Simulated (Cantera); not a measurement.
A closed system holds: 1 mol SiC, 0.0022 mol H2O, 290 mol H2, a varied amount of CO2, equilibrated at 2223.15 K and 1.33 mbar.

Cantera equilibrium calculation (NASA polynomials, part measured and part estimated; ideal gas, pure solids and liquids). Candidate condensed phases: C, C6H6, C7H8, C8H18, H2O, Si, SiC, SiO2; 123 gas species. Kinetics and transport are ignored.

x: gas mole fraction; nothing condenses.

```tsv
n(CO2) (mol)	x H2	x H	x CO	x Si	x C2H2 (acetylene)	x SiO	x SiC2
0.17	0.834	0.160	0.00108	0.00295	0.00114	1.72e-6	0.000146
0.21	0.834	0.160	0.00133	0.00295	0.00109	2.18e-6	0.000139
0.25	0.834	0.160	0.00158	0.00296	0.00103	2.67e-6	0.000132
0.31	0.834	0.160	[?]	0.00297	[?]	[?]	[?]
0.38	0.833	0.160	0.00240	0.00298	0.000853	4.48e-6	0.000110
0.46	0.833	0.160	0.00290	0.00299	0.000742	5.83e-6	9.61e-5
0.56	0.833	0.160	[?]	0.00300	[?]	[?]	[?]
0.69	0.832	0.160	0.00434	0.00302	0.000427	1.16e-5	5.59e-5
0.84	0.831	0.160	0.00527	0.00304	0.000224	1.96e-5	2.95e-5
1	0.831	0.160	0.00622	0.00302	2.58e-5	6.76e-5	3.39e-6
1.2	0.830	0.160	0.00690	0.00247	2.40e-7	0.000635	2.57e-8
```

Question: Some entries are withheld; supply them.

Answer: 
- 0.56, x CO: 0.00353
- 0.56, x C2H2 (acetylene): 0.000605
- 0.56, x SiO: 7.89e-6
- 0.56, x SiC2: 7.87e-5
- 0.31, x CO: 0.00196
- 0.31, x C2H2 (acetylene): 0.000950
- 0.31, x SiO: 3.46e-6
- 0.31, x SiC2: 0.000122
